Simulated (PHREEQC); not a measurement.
Leach liquor

Dissolve 3.4 mmol/kgw H2SO4, 1.6 mmol/kgw LiCl and 0.032 mmol/kgw Fe2(SO4)3 at 25 °C. Closed to the air; pH follows from the charge balance.

Model: ion-association model, wateq4f.dat, run in PHREEQC.

This is a speciation only: nothing precipitates in the calculation.

Question: Estimate the pH, ionic strength.

Answer: pH 2.27; ionic strength 0.0100 mol/kgw.

Question: In which forms is S present?

Answer: SO4-2 71 %, HSO4- 27 %, FeSO4+ 1.4 % of the S.

Examples of supersaturated solids here: Hematite (slow to form), Goethite (slow to form). Others may be too.
